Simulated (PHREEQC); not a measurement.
Synthetic water in mg/L, 20 °C, pH 2.23, pe 10.5:

| constituent | mg/L |
|---|---|
| Na | 630 |
| K | 21.2 |
| Ca | 171 |
| Mg | 4.02 |
| Cl | 230 |
| S(6) as SO4 | 1140 |
| Al | 0.153 |

Valence states are taken as typed.

Model: ion-association model, phreeqc.dat, run in PHREEQC.

No solid was allowed to form.

### Question
What ionic strength, specific conductance, charge-balance error does the model give?

### Answer
ionic strength 0.0444 mol/kgw; specific conductance 4570 µS/cm; charge-balance error 23.9 %.

### Question
In which forms is S present?

### Answer
SO4-2 67 %, HSO4- 20 %, CaSO4 8.5 %, NaSO4- 4.2 % of the S.
